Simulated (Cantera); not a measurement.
## Silicon nitride deposition: SiHCl3 + NH3 + N2

Input: 1 mol SiHCl3, 0.88 mol NH3, 13 mol N2, at 1602 °C and 11.0 Pa.

Cantera equilibrium calculation (NASA polynomials, part measured and part estimated; ideal gas, pure solids and liquids). Candidate condensed phases: NH4Cl, Si, Si3N4; 28 gas species. The tables' values for SiCl, SiCl3, SiN are old estimates; treat these amounts as uncertain. Kinetics and transport are ignored.

```yaml
x(N2): 0.778
x(HCl): 0.0738
x(H2): 0.0608
x(SiCl2): 0.0416
x(H): 0.0154
x(Cl): 0.0142
x(Si): 0.0137
x(SiCl): 0.00243
x(SiCl3): 4.80e-5
gas_amount: 17.27 mol
log10 activity of Si(l) (absent): -0.78
```
